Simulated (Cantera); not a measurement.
Feed: 1 mol Si, 0.092 mol Cl₂, 0.25 mol H₂, at 975 K and 2300 Pa.

Cantera equilibrium calculation (NASA polynomials, part measured and part estimated; ideal gas, pure solids and liquids). Candidate condensed phases: Si; 19 gas species. The tables' values for SiCl₃ are old estimates; treat these amounts as uncertain. Equilibrium is a limit: real reactors are often held back by kinetics, nucleation or transport.

Base state: H₂ 0.819, SiCl₄ 0.128, SiHCl₃ 0.0249, HCl 0.0241, SiCl₃ 0.00227, SiCl₂ 0.00114, SiH₂Cl₂ 0.000508 (mole fractions); condensed: Si(s).

Problem. What changes in the equilibrium state with this change: Cl₂ from 0.092 to 0.4 mol?

Solution. 
```csv
species,before,after
H₂,0.819,0.521
SiCl₄,0.128,0.399
SiHCl₃,0.0249,0.0466
HCl,0.0241,0.0255
SiCl₃,0.00227,0.00533
SiCl₂,0.00114,0.00201
SiH₂Cl₂,0.000508,0.000570
"Si(s), mol",0.954,0.796
```

Problem. What changes in the equilibrium state with this change: temperature from 975 K to 1073 K?

Solution. 
```
species      before    after
----------  -------  -------
H₂            0.819    0.797
SiCl₄         0.128    0.116
HCl          0.0241   0.0512
SiHCl₃       0.0249   0.0221
SiCl₂       0.00114  0.00639
SiCl₃       0.00227  0.00680
Si(s), mol    0.954    0.955
```

Problem. What changes in the equilibrium state with this change: pressure from 2300 Pa to 12000 Pa?

Solution. 
```tsv
species	before	after
H₂	0.819	0.822
SiCl₄	0.128	0.123
SiHCl₃	0.0249	0.0366
HCl	0.0241	0.0158
SiCl₂	0.00114	0.000489
SiH₂Cl₂	0.000508	0.00114
SiCl₃	0.00227	0.00146
Si(s), mol	0.954	0.952
```
